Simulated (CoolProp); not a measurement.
The numbers come from the reference Helmholtz-energy equation of state, Lemmon 2006 in CoolProp. It is a short technical equation, of lower accuracy than the large ones.

### Question
Give the vapour pressure (MPa), liquid density (kg/m³), vapour density (kg/m³), liquid cp (kJ/(kg K)) of saturated nitrous oxide at 224.6, 247.4, 253.1 K.

### Answer
| T (K) | p (MPa) | liquid density (kg/m³) | vapour density (kg/m³) | liquid cp (kJ/(kg K)) |
|---|---|---|---|---|
| 224.6 | 0.685 | 1100 | 17.9 | 1.81 |
| 247.4 | 1.51 | 1020 | 39.0 | 1.93 |
| 253.1 | 1.79 | 998 | 46.7 | 1.98 |
